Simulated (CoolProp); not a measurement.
Vapour-liquid equilibrium of R22 (1) + acetone (2) at 39.65 °C; x and y are mole fractions of (1).

Values from CoolProp's multi-fluid Helmholtz-energy mixture model, Kamei 1995 and Lemmon 2006; pair parameters Bell 2016.

Problem. Give the bubble pressure and the first vapour's composition at x = 0.25, 0.35, 0.85. Is there an azeotrope?

Solution. x = 0.25: 2.765 bar, y = 0.825; x = 0.35: 3.579 bar, y = 0.877; x = 0.85: 11.91 bar, y = 0.993. No azeotrope shows between x = 0.05 and 0.95.

The pair parameters rest on a limited set of measurements; away from them the model extrapolates.
